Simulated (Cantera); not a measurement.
Premixed flame

A freely propagating, adiabatic, planar premixed flame of 24.5 % H2, 15.9 % O2, 59.7 % N2, unburnt at 350 K and 100000 Pa; mixture-averaged transport, grid criteria slope 0.08 and curve 0.16, no radiation.

Detailed kinetics in Cantera: the H2/O2 subset of GRI-Mech 3.0, which has no nitrogen chemistry. Burning velocities carry a grid error of a few per cent, more on coarse grids.

```csv
z (mm),T (K),u (m/s),x H2,x O2,x OH,x HO2,x H2O2,x H
-1.07,350,2.03,0.245,0.159,<1e-8,<1e-8,<1e-8,<1e-8
-0.712,350,2.03,0.244,0.159,<1e-8,<1e-8,<1e-8,<1e-8
-0.534,350,2.03,0.244,0.159,<1e-8,2.23e-8,<1e-8,<1e-8
-0.356,351,2.03,0.243,0.159,<1e-8,5.70e-7,9.60e-8,<1e-8
-0.178,386,2.19,0.224,0.162,1.16e-5,0.000128,2.03e-5,2.46e-6
-0.0890,671,3.68,0.178,0.157,0.000833,0.000340,8.28e-5,0.00169
0,1101,5.87,0.109,0.127,0.00205,0.000133,1.70e-5,0.0125
0.0890,1405,7.42,0.0501,0.0831,0.00607,6.85e-5,5.16e-6,0.0228
0.178,1574,8.29,0.0267,0.0610,0.00954,4.26e-5,2.85e-6,0.0230
0.356,1742,9.11,0.0183,0.0514,0.0121,2.73e-5,1.36e-6,0.0161
0.712,1890,9.80,0.0139,0.0477,0.0125,1.73e-5,6.97e-7,0.00881
1.42,2007,10.3,0.00890,0.0452,0.0112,9.92e-6,4.12e-7,0.00385
2.85,2084,10.7,0.00473,0.0439,0.00873,5.38e-6,2.67e-7,0.00135
```
x: mole fraction of selected species; z is measured from the peak of heat release.

```
Property                    Result
------------------------  --------
laminar burning velocity  203 cm/s
thermal thickness         0.356 mm
peak x(OH)                  0.0126
peak x(HO2)               0.000443
peak x(H2O2)               8.60e-5
peak x(H)                   0.0238
```
